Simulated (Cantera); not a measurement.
An isothermal, constant-pressure homogeneous reactor starts with CH2O : O2 : N2 = 0.011 : 0.01 : 1 (molar parts), equivalence ratio 1.1, at 1275 K and 3.20 bar.

Computed with Cantera and GRI-Mech 3.0 (53 species, 325 reactions).

x: mole fraction; the columns are a selection and need not sum to one.

| t (s) | x CH2O | x O2 | x C2H4 | x HCO | x N2O | x OH | x CO2 |
|---|---|---|---|---|---|---|---|
| 5.00e-5 | 0.0107 | 0.00978 | <1e-12 | 1.23e-7 | 1.66e-11 | 3.20e-8 | 8.12e-10 |
| 0.000117 | 0.0105 | 0.00969 | <1e-12 | 9.39e-7 | 1.95e-10 | 3.41e-7 | 1.06e-7 |
| 0.000272 | 0.00505 | 0.00826 | <1e-12 | 5.98e-6 | 2.92e-9 | 6.98e-6 | 4.09e-5 |
| 0.000633 | 1.39e-9 | 0.00358 | <1e-12 | 5.83e-8 | 1.70e-7 | 0.000179 | 0.00247 |
| 0.00148 | 2.36e-10 | 0.00125 | <1e-12 | 1.05e-8 | 2.87e-7 | 6.75e-5 | 0.00667 |
| 0.00344 | 9.49e-11 | 0.000268 | <1e-12 | 3.69e-9 | 1.55e-7 | 3.45e-5 | 0.00874 |
| 0.00803 | 3.25e-11 | (withheld) | <1e-12 | (withheld) | (withheld) | (withheld) | 0.00940 |
| 0.0187 | 1.03e-11 | 1.82e-6 | <1e-12 | 3.06e-10 | 1.02e-8 | 2.73e-6 | 0.00951 |
| 0.0436 | 4.24e-12 | 2.49e-7 | <1e-12 | 9.74e-11 | 4.65e-9 | 8.54e-7 | 0.00954 |
| 0.102 | 2.34e-12 | 4.74e-8 | <1e-12 | 3.29e-11 | 4.64e-9 | 2.87e-7 | 0.00955 |
| 0.237 | 1.71e-12 | 1.20e-8 | <1e-12 | 1.13e-11 | 5.93e-9 | 9.84e-8 | 0.00955 |
| 0.553 | 1.50e-12 | 3.75e-9 | <1e-12 | 4.20e-12 | 5.42e-9 | 3.65e-8 | 0.00956 |
| 1.29 | 1.43e-12 | 1.28e-9 | <1e-12 | 1.82e-12 | 3.08e-9 | 1.58e-8 | 0.00956 |
| 3.00 | 1.40e-12 | 3.89e-10 | <1e-12 | <1e-12 | (withheld) | (withheld) | 0.00956 |
| 7.00 | 1.39e-12 | 7.47e-11 | <1e-12 | <1e-12 | 9.10e-10 | 5.69e-9 | 0.00956 |

**Question.** What belongs in the gaps?

**Answer.** 
- 0.00803, x O2: 2.17e-5
- 0.00803, x HCO: 1.10e-9
- 0.00803, x N2O: 3.92e-8
- 0.00803, x OH: 1.03e-5
- 3.00, x N2O: 1.52e-9
- 3.00, x OH: 8.34e-9
